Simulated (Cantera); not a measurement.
## Si + H₂O + H₂ (thermal oxidation and active oxidation of silicon)

Charge: 1 mol Si, 0.0013 mol H₂O, a varied amount of H₂, equilibrated at 6.10 Pa.

Cantera equilibrium calculation (NASA polynomials, part measured and part estimated; ideal gas, pure solids and liquids). Candidate condensed phases: H₂O, Si, SiO₂; 18 gas species. Kinetics and transport are ignored.

Stable condensed phases:

```
T in K \ n(H₂) in mol
         1.2 2.4 4.8 9.7  20  40  80 160 330 660
   2098    A   A   A   A   A   A   A   A   A   A
   1998    A   A   A   A   A   A   A   A   A   A
   1898    B   B   A   A   A   A   A   A   A   A
   1798    B   B   B   B   A   A   A   A   A   A
   1698    B   B   B   B   B   B   B   A   A   A
   1598    B   B   B   B   B   B   B   B   B   A
   1498    B   B   B   B   B   B   B   B   B   B
   1398    B   B   B   B   B   B   B   B   B   B
   1298    B   B   B   B   B   B   B   B   B   B
   1198    B   B   B   B   B   B   B   B   B   B
```

A: gas only; B: Si.
